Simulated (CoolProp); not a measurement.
A single-stage vapour-compression cycle with R114: evaporating at 309.15 K (dew point), condensing at 345.15 K (bubble point), superheat 5 K, subcooling 2 K, compressor efficiency 0.85, no pressure losses. Each further row changes one setting.

Values from CoolProp's reference Helmholtz-energy equation of state, Platzer 1990. This equation is an older, rougher fit; its heat capacities, sound speeds and derivatives of the liquid may be far off and weren't checked against measurements.

```tsv
case	cooling COP	pressure ratio	discharge temperature (K)	refrigerating effect (kJ/kg)	volumetric capacity (kJ/m³)
as stated	5.97	2.58	345.1	91.8	1970
evaporating temperature 314.15 K	7.25	2.23	345.1	94.8	2340
condensing temperature 340.15 K	7.19	2.29	340.1	97.2	2090
subcooling 7 K	6.32	2.58	345.1	97.2	2090
superheat 15 K	6.15	2.58	353.3	99.2	2050
compressor efficiency 0.75	5.27	2.58	346.0	91.8	1970
```

The compression ends wet for: as stated; evaporating temperature 314.15 K; condensing temperature 340.15 K; subcooling 7 K.
